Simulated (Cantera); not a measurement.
Hydrocarbon pyrolysis for carbon deposition

An isothermal, constant-pressure homogeneous reactor starts with 2.63 % C2H6, 97.4 % N2, at 1600 K and 10.00 Torr.

Detailed kinetics in Cantera: GRI-Mech 3.0 (53 species, 325 reactions). GRI-Mech 3.0 stops at C3 and has no aromatics, soot or wall deposition, so with more carbon than oxygen in the feed, carbon stays in small species such as C2H2 where larger ones or solid carbon would form. Radical loss at walls, strong at low pressure, is not modelled.

```
t (s)       x C2H6    x C2H2     x CH3    x C2H4      x H2
--------  --------  --------  --------  --------  --------
1.00e-6     0.0263    <1e-12   1.13e-5  5.44e-11  9.46e-11
3.40e-6     0.0263    <1e-12   3.84e-5  8.36e-10   1.09e-9
1.15e-5     0.0262    <1e-12  0.000130   1.75e-8   1.32e-8
3.92e-5     0.0261  1.97e-11  0.000439   4.92e-7   2.67e-7
0.000133    0.0255   3.21e-9   0.00145   1.74e-5   1.31e-5
0.000452    0.0230   2.99e-6   0.00430  0.000719  0.000675
0.00153     0.0109  0.000775   0.00850   0.00839   0.00898
0.00521   0.000308    0.0111   0.00280   0.00940    0.0285
0.0177     1.19e-5    0.0195  0.000677   0.00254    0.0386
0.0601     2.94e-6    0.0221  0.000299  0.000375    0.0420
0.204      9.77e-7    0.0228  0.000159   6.18e-5    0.0433
0.694      4.19e-7    0.0232  0.000101   2.71e-5    0.0445
2.36       1.97e-7    0.0238   6.97e-5   1.30e-5    0.0464
8.00       4.06e-8    0.0245   3.28e-5   3.88e-6    0.0485
```
x: mole fraction; the columns are a selection and need not sum to one.

Equilibrium at this temperature and pressure: C2H6 1.18e-12, C2H2 0.00570, CH3 1.49e-7, C2H4 4.19e-7, H2 0.0499 (gas phase only).
